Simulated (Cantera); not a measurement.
What does this Cantera script print?

```python
import numpy as np
import cantera as ct

gas_names = """
    Ca CaCL CaCL2 Ca2 CL CL2 H HCL H2 N NH NH2 NH3 N2 N2H2 N2H4
""".split()
cond_names = """
    Ca(a) Ca(b) Ca(L) CaCL2(s) CaCL2(L) NH4CL(a) NH4CL(b)
""".split()


# ... load() reads the species with a 1 bar reference pressure and builds the phases ...
atoms = {
    'CaCl2': {'Ca': 1, 'CL': 2},
    'HCl': {'H': 1, 'CL': 1},
    'N2': {'N': 2},
}
top_T = {}  # K; cautious upper limits of use, not melting points


# ... equilibrate(T, P, feed) seeds the gas with the atoms and calls Mixture.equilibrate('TP', solver="vcs", rtol=1e-11, max_steps=5000) ...
results = []
feed = {'CaCl2': 1, 'HCl': 1.6, 'N2': 0.3}  # mol
P = 0.38  # Pa
for T in [798, 898, 998, 1098, 1198, 1298, 1398, 1498, 1598, 1698, 1798, 1898, 1998, 2098]:
    mix = equilibrate(T, P, feed)
    results.append((T, P, feed, dict(zip(mix.species_names, mix.species_moles))))

top = {s: max(r[3][s] / sum(r[3][g] for g in gas_names) for r in results) for s in gas_names}
cols = sorted((s for s in top if top[s] > 0.001), key=lambda s: -top[s])[:9]
seen = [c for c in cond_names if any(r[3].get(c, 0) > 1e-12 for r in results)]
print("log10 of partial pressures in bar; condensed amounts in mol")
print(f"{'T/K':>10s}" + "".join(f"{s[:9]:>10s}" for s in cols + seen))
for T, P, feed, n in results:
    ng = sum(n[g] for g in gas_names)
    print(f"{T:10.4g}" + "".join(f"{np.log10(max(n[s] / ng * P / 1e5, 1e-99)):10.3f}" for s in cols)
          + "".join(f"{n.get(c, 0):10.4g}" for c in seen))
```

Output:

```
log10 of partial pressures in bar; condensed amounts in mol
       T/K       HCL        CL     CaCL2         H        N2        H2        Ca      CaCL  CaCL2(s)  CaCL2(L)
       798    -5.495   -11.286   -11.813   -17.341    -6.222   -11.534   -37.345   -26.432         1         0
       898    -5.495   -10.214    -9.516   -15.213    -6.222   -10.504   -30.672   -21.655    0.9998         0
       998    -5.497    -9.364    -7.691   -13.499    -6.224    -9.662   -25.331   -17.841    0.9898         0
      1098    -5.560    -8.709    -6.280   -12.112    -6.287    -9.010   -20.962   -14.764         0    0.6955
      1198    -5.680    -8.208    -5.883   -10.976    -6.406    -8.510   -18.012   -12.936         0         0
      1298    -5.684    -7.717    -5.884    -9.980    -6.407    -8.020   -15.985   -11.793         0         0
      1398    -5.692    -7.298    -5.886    -9.128    -6.408    -7.606   -14.245   -10.814         0         0
      1498    -5.710    -6.940    -5.890    -8.393    -6.412    -7.257   -12.730    -9.964         0         0
      1598    -5.746    -6.635    -5.897    -7.760    -6.420    -6.972   -11.392    -9.217         0         0
      1698    -5.809    -6.381    -5.912    -7.217    -6.434    -6.754   -10.189    -8.551         0         0
      1798    -5.917    -6.177    -5.939    -6.763    -6.457    -6.620    -9.089    -7.952         0         0
      1898    -6.090    -6.021    -5.990    -6.406    -6.494    -6.597    -8.081    -7.417         0         0
      1998    -6.345    -5.897    -6.112    -6.166    -6.552    -6.742    -7.214    -6.995         0         0
      2098    -6.688    -5.783    -6.419    -6.062    -6.637    -7.100    -6.631    -6.812         0         0
```

Method: chemical equilibrium by Gibbs-energy minimisation in Cantera with the NASA 1993 tables (ideal gas, pure condensed phases).
